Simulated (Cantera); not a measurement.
## Thermodynamics of oxide etching and cleaning by halides, feed Al2O3 + BCl3 + O2

Input: 1 mol Al2O3, 1.4 mol BCl3, 1.2 mol O2, at 133 Pa.

These are equilibrium values from Cantera (NASA tables, ideal gas, pure condensed phases), not measurements of a reactor. Candidate condensed phases: Al, AlCl3, Al2O3, B, B2O3; 30 gas species. Mutual solubility and eutectic melting of coexisting phases are not modelled. The tables' values for BOCl are old estimates; treat these amounts as uncertain. Condensed phases not in the tables: borates and borosilicate glass, alloys, solid solutions and most ternary compounds. Kinetics and transport are ignored.

| T (K) | log p Cl2 | log p Cl | log p O2 | log p BOCl | n Al2O3(s) | n B2O3(l) |
|---|---|---|---|---|---|---|
| 1200 | -2.96 | -3.81 | -4.08 | -7.03 | 1.000 | 0.700 |
| 1225 | -2.98 | -3.70 | -4.08 | -6.78 | 1.000 | 0.700 |
| 1250 | -3.00 | -3.61 | -4.09 | -6.53 | 1.000 | 0.700 |
| 1275 | -3.02 | -3.52 | -4.10 | -6.30 | 1.000 | 0.699 |
| 1300 | -3.05 | -3.43 | -4.11 | -6.08 | 0.999 | 0.699 |
| 1325 | -3.09 | -3.36 | -4.12 | -5.87 | 0.999 | 0.698 |
| 1350 | -3.13 | -3.29 | -4.14 | -5.67 | 0.999 | 0.696 |
| 1375 | -3.18 | -3.22 | -4.15 | -5.48 | 0.998 | 0.693 |
| 1400 | -3.24 | -3.17 | -4.16 | -5.31 | 0.998 | 0.688 |
| 1425 | -3.31 | -3.12 | -4.18 | -5.15 | 0.997 | 0.680 |
| 1450 | -3.39 | -3.08 | -4.19 | -5.00 | 0.997 | 0.668 |
log p: log10 of the partial pressure in bar; n: condensed amount in mol.

From 1200 K to 1450 K the condensed part is Al2O3(s) + B2O3(l). The main Al-bearing gas is AlCl3 throughout.
